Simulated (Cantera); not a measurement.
Input: 1 mol Si2H6, 2.2 mol H2O, held at 1350 K and 1.33 mbar.

Equilibrium computed with Cantera from the NASA thermochemical tables; the gas is ideal and each condensed phase is pure. Candidate condensed phases: H2O, Si, SiO2; 18 gas species. The feed counts by its element totals alone. Mutual solubility and eutectic melting of coexisting phases are not modelled. The tables hold silica as quartz up to 1696 K and as liquid above; real silica turns to tridymite and cristobalite and melts near 1996 K. The numbers say what is thermodynamically allowed, not how fast it happens.

Base state: H2 0.981, SiO 0.0185, H 6.47e-5 (mole fractions); condensed: Si(s) + SiO2(β-quartz).

Question: What changes in the equilibrium state with this change: H2O from 2.2 to 7.4 mol?

Answer: 
| species | before | after |
|---|---|---|
| H2 | 0.981 | 0.673 |
| H2O | 5.42e-7 | 0.327 |
| H | 6.47e-5 | 5.35e-5 |
| SiO | 0.0185 | 2.10e-8 |
| Si(s), mol | 0.851 | 0 |
| SiO2(β-quartz), mol | 1.05 | 2.00 |
